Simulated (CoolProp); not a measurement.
Properties of R1123 along the isotherm 260.1 K.

Computed with CoolProp (reference Helmholtz-energy equation of state, Akasaka 2020).

```csv
p (MPa),phase,density (kg/m³),speed of sound (m/s),Joule-Thomson coefficient (K/MPa),expansivity (1/kK),fugacity coefficient
0.227,gas,8.974,169.0,20.40,4.414,0.9609
0.455,gas,18.86,163.3,21.32,5.166,0.9218
0.682,gas,29.85,156.9,22.44,___,0.8827
0.91,liquid,1178,571.1,-0.06193,3.447,0.7019
1.14,liquid,1180,573.6,___,3.422,0.5645
1.36,liquid,1181,575.9,___,3.398,0.4765
1.59,liquid,1182,578.3,-0.07363,3.374,0.4106
1.82,liquid,1183,580.7,-0.07743,3.350,___
2.05,liquid,1184,583.0,-0.08115,3.326,0.3232
2.27,liquid,1185,585.2,-0.08464,3.304,0.2939
```

**Question.** Complete the blanks.

**Answer.** 
- 0.682, expansivity (1/kK): 6.208
- 1.14, Joule-Thomson coefficient (K/MPa): -0.06597
- 1.36, Joule-Thomson coefficient (K/MPa): -0.06975
- 1.82, fugacity coefficient: 0.3614
